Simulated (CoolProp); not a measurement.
Vapour pressure (bar) of R245ca: the reference equation beside estimates from Tc = 447.6 K, pc = 39.41 bar, ω = 0.355. Clausius-Clapeyron is anchored at 268.3 K with a constant enthalpy of vaporisation of 29.62 kJ/mol.

Values from CoolProp's reference Helmholtz-energy equation of state, Zhou 2016.

| T (K) | reference | Lee-Kesler | Clausius-Clapeyron | Redlich-Kwong | Soave-Redlich-Kwong | Peng-Robinson |
|---|---|---|---|---|---|---|
| 241.2 | 0.05659 | 0.05684 | 0.06048 | 0.2374 | 0.05804 | 0.06175 |
| 268.3 | 0.2689 | 0.2669 | 0.2689 | 0.7993 | 0.2693 | 0.2773 |
| 295.5 | 0.9043 | 0.9006 | 0.9127 | 2.061 | 0.9016 | 0.9089 |
| 322.6 | 2.370 | 2.375 | 2.513 | 4.390 | 2.373 | 2.362 |
| 349.8 | 5.232 | 5.261 | 5.931 | 8.191 | 5.276 | 5.215 |
| 376.9 | 10.14 | 10.20 | 12.33 | 13.81 | 10.29 | 10.15 |
| 404.1 | 17.93 | 18.01 | 23.30 | 21.62 | 18.27 | 18.06 |
| 431.2 | 29.64 | 29.74 | 40.56 | 31.89 | 30.04 | 29.88 |

Absolute difference from the reference over all 8 rows, mean and median: Lee-Kesler 0.5 and 0.4 %, Clausius-Clapeyron 14.4 and 10.1 %, Redlich-Kwong 106.4 and 70.9 %, Soave-Redlich-Kwong 1.1 and 1.1 %, Peng-Robinson 1.9 and 0.6 %.
